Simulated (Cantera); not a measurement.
# Thermodynamics of oxide etching and cleaning by halides, feed CaO + F2 + N2

Input: 1 mol CaO, 1.5 mol F2, 9.1 mol N2, held at 3.70 Pa.

These are equilibrium values from Cantera (NASA tables, ideal gas, pure condensed phases), not measurements of a reactor. Candidate condensed phases: Ca, CaF2, CaO; 22 gas species. The numbers say what is thermodynamically allowed, not how fast it happens.

```
T (K)  log p N2  log p F  log p CaF2  log p O2  n CaF2(s)
-----  --------  -------  ----------  --------  ---------
1073      -4.50    -5.46      -11.39     -5.76      1.000
1123      -4.50    -5.46      -10.48     -5.76      1.000
1173      -4.50    -5.46       -9.65     -5.76      1.000
1223      -4.50    -5.46       -8.89     -5.76      1.000
1273      -4.50    -5.46       -8.19     -5.76      0.998
1323      -4.50    -5.46       -7.55     -5.76      0.992
1373      -4.50    -5.46       -6.96     -5.76      0.969
1423      -4.50    -5.46       -6.42     -5.76      0.889
1473      -4.51    -5.47       -5.92     -5.78      0.640
1523      -4.54    -5.50       -5.50     -5.80          0
1573      -4.54    -5.50       -5.50     -5.80          0
1623      -4.54    -5.50       -5.50     -5.81          0
1673      -4.54    -5.50       -5.50     -5.81          0
1723      -4.54    -5.50       -5.50     -5.81          0
```
log p: log10 of the partial pressure in bar; n: condensed amount in mol.

From 1073 K to 1473 K the condensed part is CaF2(s). From 1523 K to 1723 K nothing is condensed. The main Ca-bearing gas is CaF2 throughout.
